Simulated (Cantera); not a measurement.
A Cantera script and what it prints.

```python
import numpy as np
import cantera as ct

gas_names = """
    CL CL2 H HCL H2 Si SiCL SiCL2 SiCL3 SiCL4 SiH SiHCL3 SiH2 SiH2CL2 SiH3 SiH3CL SiH4 Si2 Si3
""".split()
cond_names = """
    Si(cr) Si(L)
""".split()


def load(file, names, dense=False):
    # The tables refer to 1 bar. Condensed volumes are neglected.
    table = {s.name: s for s in ct.Species.list_from_file(file)}
    out = []
    for n in names:
        d = dict(table[n].input_data)
        d["thermo"] = dict(d["thermo"], **{"reference-pressure": 1e5})
        if dense:
            d["equation-of-state"] = {"model": "constant-volume", "density": "1e6 g/cm^3"}
        out.append(ct.Species.from_dict(d))
    return out


gas = ct.Solution(thermo="ideal-gas", species=load("nasa_gas.yaml", gas_names))
cond = {s.name: ct.Solution(thermo="fixed-stoichiometry", species=[s], name=s.name)
        for s in load("nasa_condensed.yaml", cond_names, dense=True)}
atoms = {
    'Si': {'Si': 1},
    'HCl': {'H': 1, 'CL': 1},
    'H2': {'H': 2},
}
top_T = {}  # K; cautious upper limits of use, not melting points


def equilibrate(T, P, feed):
    n = {}
    for name, mol in feed.items():
        for a, k in atoms[name].items():
            n[a] = n.get(a, 0.0) + k * mol
    gas.TPX = T, P, n
    mass = sum(n.values()) * gas.mean_molecular_weight
    gas.equilibrate("TP")
    valid = [c for c in cond.values() if c.min_temp <= T <= top_T.get(c.name, c.max_temp)]
    mix = ct.Mixture([(gas, mass / gas.mean_molecular_weight)] + [(c, 0.0) for c in valid])
    mix.T, mix.P = T, P
    mix.equilibrate("TP", solver="vcs", rtol=1e-11, max_steps=5000)
    return mix


results = []
feed = {'Si': 1, 'HCl': 2.1, 'H2': 2.8}  # mol
T = 1273.15  # K
P = 13332.2  # Pa
mix = equilibrate(T, P, feed)
results.append((T, P, feed, dict(zip(mix.species_names, mix.species_moles))))
print(gas.report(threshold=1e-05))
for i in range(1, mix.n_phases):
    print(f"{mix.phase(i).name:16s} {mix.phase_moles(i):12.5e} mol")
```

Result:

```
       temperature   1273.2 K
          pressure   13332 Pa
           density   0.026888 kg/m^3
  mean mol. weight   21.349 kg/kmol
   phase of matter   gas

                          1 kg             1 kmol
                     ---------------   ---------------
          enthalpy       -1.3122e+06       -2.8013e+07  J
   internal energy        -1.808e+06       -3.8599e+07  J
           entropy             10909         2.329e+05  J/K
    Gibbs function       -1.5201e+07       -3.2453e+08  J
 heat capacity c_p            1799.1             38408  J/K
 heat capacity c_v            1409.6             30094  J/K

                      mass frac. Y      mole frac. X     chem. pot. / RT
                     ---------------   ---------------   ---------------
               HCL           0.15857          0.092854           -38.037
                H2          0.074778           0.79188           -20.387
             SiCL2           0.13057          0.028162           -59.879
             SiCL3          0.095092          0.015101           -87.723
             SiCL4           0.42211          0.053046           -115.57
            SiHCL3           0.11479          0.018094           -97.916
           SiH2CL2         0.0040418        0.00085433           -80.266
            SiH3CL        3.5107e-05        1.1261e-05           -62.616
     [  +11 minor]        6.2744e-07        2.0531e-06

Si(cr)            4.76807e-01 mol
```

Cantera equilibrium calculation (NASA polynomials, part measured and part estimated; ideal gas, pure solids and liquids). The tables' values for SiCl3 are old estimates; treat these amounts as uncertain.
